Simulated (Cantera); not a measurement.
Charge: 1 mol TiO₂, a varied amount of H₂, 0.4 mol H₂O, equilibrated at 1450 °C and 15.0 Pa.

Cantera equilibrium calculation (NASA polynomials, part measured and part estimated; ideal gas, pure solids and liquids). Candidate condensed phases: H₂O, Ti, TiO, TiO₂, Ti₂O₃, Ti₃O₅, Ti₄O₇; 12 gas species. Rates play no part.

Task: At 500 mol H₂, list the 3 most abundant gas species with their mole fractions, and the condensed phases.

Result: H₂ 0.984, H 0.0148, H₂O 0.00146. Condensed: Ti₃O₅(s).
